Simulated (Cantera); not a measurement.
Cantera run:

```python
import numpy as np
import cantera as ct

gas_names = """
    CL CLO CL2 Fe FeCL FeCL2 FeCL3 FeO Fe(OH)2 Fe2CL4 Fe2CL6 H HCL HOCL HO2 H2 H2O H2O2 O OH O2 O3
""".split()
cond_names = """
    Fe(a) Fe(c) Fe(d) Fe(L) FeCL2(s) FeCL2(L) FeCL3(s) FeCL3(L) FeO(s) FeO(L) Fe(OH)2(s) Fe(OH)3(s)
    Fe2O3(s) Fe3O4(s) H2O(s) H2O(L)
""".split()


# ... load() reads the species with a 1 bar reference pressure and builds the phases ...
atoms = {
    'Fe3O4': {'Fe': 3, 'O': 4},
    'Cl2': {'CL': 2},
    'HCl': {'H': 1, 'CL': 1},
}
top_T = {'Fe2O3(s)': 1830, 'Fe3O4(s)': 1870}  # K; cautious upper limits of use, not melting points


# ... equilibrate(T, P, feed) seeds the gas with the atoms and calls Mixture.equilibrate('TP', solver="vcs", rtol=1e-11, max_steps=5000) ...
results = []
feed = {'Fe3O4': 1, 'Cl2': 0.11, 'HCl': 0.014}  # mol
P = 1000  # Pa
for T in [823, 923, 1023, 1123, 1223, 1323, 1423, 1523, 1623]:
    mix = equilibrate(T, P, feed)
    results.append((T, P, feed, dict(zip(mix.species_names, mix.species_moles))))

top = {s: max(r[3][s] / sum(r[3][g] for g in gas_names) for r in results) for s in gas_names}
cols = sorted((s for s in top if top[s] > 0.001), key=lambda s: -top[s])[:7]
seen = [c for c in cond_names if any(r[3].get(c, 0) > 1e-12 for r in results)]
print("log10 of partial pressures in bar; condensed amounts in mol")
print(f"{'T/K':>10s}" + "".join(f"{s[:9]:>10s}" for s in cols + seen))
for T, P, feed, n in results:
    ng = sum(n[g] for g in gas_names)
    print(f"{T:10.4g}" + "".join(f"{np.log10(max(n[s] / ng * P / 1e5, 1e-99)):10.3f}" for s in cols)
          + "".join(f"{n.get(c, 0):10.4g}" for c in seen))
```

It prints:

```
log10 of partial pressures in bar; condensed amounts in mol
       T/K       HCL     FeCL2     FeCL3        O2        CL    Fe2CL4       CL2  FeCL2(s)  Fe2O3(s)  Fe3O4(s)
       823    -2.020    -3.681    -3.906   -15.938    -8.720    -4.690    -7.833    0.1095    0.4398    0.6701
       923    -2.837    -2.418    -2.409   -12.589    -6.873    -3.154    -5.843         0    0.3603    0.7297
      1023    -2.876    -2.272    -2.512    -9.926    -5.824    -3.654    -5.118         0    0.3744    0.7192
      1123    -2.900    -2.191    -2.660    -7.764    -4.984    -4.141    -4.571         0    0.3899    0.7076
      1223    -2.917    -2.147    -2.820    -5.970    -4.293    -4.592    -4.140         0    0.4005    0.6996
      1323    -2.933    -2.131    -2.986    -4.454    -3.716    -5.014    -3.794         0    0.4006    0.6993
      1423    -2.981    -2.169    -3.206    -3.155    -3.244    -5.480    -3.547         0    0.3374    0.7423
      1523    -3.150    -2.324    -3.731    -2.484    -3.044    -6.126    -3.754         0         0     0.968
      1623    -3.164    -2.313    -4.164    -2.484    -2.990    -6.398    -4.178         0         0    0.9673
```

These are equilibrium values from Cantera (NASA tables, ideal gas, pure condensed phases), not measurements of a reactor. Mutual solubility and eutectic melting of coexisting phases are not modelled. Condensed phases not in the tables: FeOCl.
